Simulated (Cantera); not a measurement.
## Stirred combustor or abatement burner

A perfectly stirred reactor is fed with 15.4 % CH3OH, 17.7 % O2, 66.9 % N2, equivalence ratio 1.3, at 0.770 bar; it is adiabatic with a 748 K inlet, and is followed from long to short residence time, starting on the burning branch (τ in s: 0.079, 0.033, 0.014, 0.006, 0.0025, 0.0011, 0.00045, 0.00019, 8.1e-05).

Computed with Cantera and GRI-Mech 3.0 (53 species, 325 reactions). GRI-Mech 3.0 was tuned for natural gas; its chemistry of methanol as a main component is partial and can be far from experiment.

```csv
τ (s),T (K),x CH3OH,x O2,x NO,x CH2,x CO,x C2H,x CH2CO
0.079,2347,8.17e-7,0.000936,0.000704,5.36e-8,0.0630,<1e-12,7.12e-10
0.033,2330,1.64e-6,0.00136,0.000611,9.94e-8,0.0633,1.91e-12,1.20e-9
0.014,2303,3.10e-6,0.00209,0.000472,1.79e-7,0.0637,4.40e-12,1.95e-9
0.0060,2265,5.76e-6,0.00318,0.000325,3.32e-7,0.0644,1.15e-11,3.33e-9
0.0025,2216,1.11e-5,0.00466,0.000208,6.58e-7,0.0654,3.79e-11,6.56e-9
0.0011,2166,2.15e-5,0.00626,0.000137,1.30e-6,0.0663,1.35e-10,1.44e-8
0.00045,2114,4.71e-5,0.00823,9.18e-5,2.82e-6,0.0678,6.05e-10,4.28e-8
0.00019,2069,0.000109,0.0108,6.42e-5,6.19e-6,0.0706,2.70e-9,1.60e-7
8.1e-5,2017,0.000283,0.0157,4.16e-5,1.40e-5,0.0768,1.14e-8,8.06e-7
```
x: mole fraction; the columns are a selection and need not sum to one.
